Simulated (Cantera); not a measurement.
Charge: 1 mol Al, 1.7 mol Cl₂, equilibrated at 100 Torr.

Method: chemical equilibrium by Gibbs-energy minimisation in Cantera with the NASA 1993 tables (ideal gas, pure condensed phases). Candidate condensed phases: Al, AlCl₃; 8 gas species. Rates play no part.

At 1200 K, list the 4 most abundant gas species with their mole fractions, and the condensed phases.

AlCl₃ 0.830, Cl₂ 0.164, Cl 0.00524, Al₂Cl₆ 0.000939. Condensed: gas only.
